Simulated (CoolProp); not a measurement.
A closed Brayton cycle with carbon dioxide: compressor inlet 325.15 K and 8.1 MPa, high pressure 19.9 MPa, turbine inlet 710 K, compressor efficiency 0.8, turbine efficiency 0.93, recuperator effectiveness 0.9 (on enthalpy, no pinch check). Each further row changes one setting.

The numbers come from the reference Helmholtz-energy equation of state, Span 1996 in CoolProp.

| case | thermal efficiency (%) | net work (kJ/kg) | compressor to turbine work | compressor exit (K) | turbine exit (K) |
|---|---|---|---|---|---|
| as stated | 27.8 | 54.2 | 0.47 | 402.7 | 608.5 |
| turbine inlet 660 K | 25.1 | [?] | 0.52 | 402.7 | [?] |
| compressor inlet 335.15 K | 26.1 | 48.2 | [?] | [?] | 608.5 |
| high pressure 16.9 MPa | [?] | 47.0 | 0.45 | 388.1 | 626.6 |
| recuperator effectiveness 0.5 | 18.7 | 54.2 | 0.47 | 402.7 | 608.5 |

Some entries are withheld; supply them.


- turbine inlet 660 K, net work (kJ/kg): 45.4
- turbine inlet 660 K, turbine exit (K): 562.4
- compressor inlet 335.15 K, compressor to turbine work: 0.53
- compressor inlet 335.15 K, compressor exit (K): 418.1
- high pressure 16.9 MPa, thermal efficiency (%): 27.1
